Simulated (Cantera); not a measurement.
Charge: 1 mol CCl4, 0.033 mol F2, held at 440 Pa.

Cantera equilibrium calculation (NASA polynomials, part measured and part estimated; ideal gas, pure solids and liquids). Candidate condensed phases: C; 27 gas species. The tables' values for CCl are old estimates; treat these amounts as uncertain. Equilibrium is a limit: real reactors are often held back by kinetics, nucleation or transport. All values below are at 2852 °C.

Base state: Cl 0.893, C3 0.0588, C 0.0221, F 0.0135, C2 0.00998, CF 0.00123, C5 0.000583, C4 0.000172 (mole fractions); condensed: gas only.

Q: What changes in the equilibrium state with this change: F2 from 0.033 to 1.1 mol?

A: 
```csv
species,before,after
Cl,0.893,0.609
F,0.0135,0.310
C3,0.0588,0.0319
CF,0.00123,0.0230
C,0.0221,0.0181
CF2,1.65e-6,0.000710
C5,0.000583,0.000211
C4,0.000172,7.62e-5
Cl2,2.54e-5,1.18e-5
```
